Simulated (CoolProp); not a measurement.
The fluid at 480.56 K and 10.4 MPa is throttled through a valve to 0.533 MPa with no heat exchange. The same conditions are run with several fluids, on thermodynamics alone (safety and materials aside).

Model: reference Helmholtz-energy equation of state of each fluid (1,2-dichloroethane: Thol 2015; hexamethyldisiloxane (MM): Thol 2016; dodecamethylpentasiloxane (MD3M): Thol 2019; n-nonane: Lemmon 2006; cyclohexane: Zhou 2014), in CoolProp.

```
fluid                             temperature change (K)                       final phase  final density (kg/m³)
--------------------------------  ----------------------  --------------------------------  ---------------------
1,2-dichloroethane                                 -60.0  two-phase, vapour fraction 0.320                    [?]
hexamethyldisiloxane (MM)                            [?]  two-phase, vapour fraction 0.575                    [?]
dodecamethylpentasiloxane (MD3M)                     [?]                            liquid                    [?]
n-nonane                                             [?]                            liquid                    552
cyclohexane                                          [?]                               [?]                   27.6
```

**Question.** Some entries are withheld; supply them.

**Answer.** 
- 1,2-dichloroethane, final density (kg/m³): 50.5
- hexamethyldisiloxane (MM), temperature change (K): -37.1
- hexamethyldisiloxane (MM), final density (kg/m³): 49.6
- dodecamethylpentasiloxane (MD3M), temperature change (K): +2.2
- dodecamethylpentasiloxane (MD3M), final density (kg/m³): 682
- n-nonane, temperature change (K): +1.1
- cyclohexane, temperature change (K): -59.2
- cyclohexane, final phase: two-phase, vapour fraction 0.518
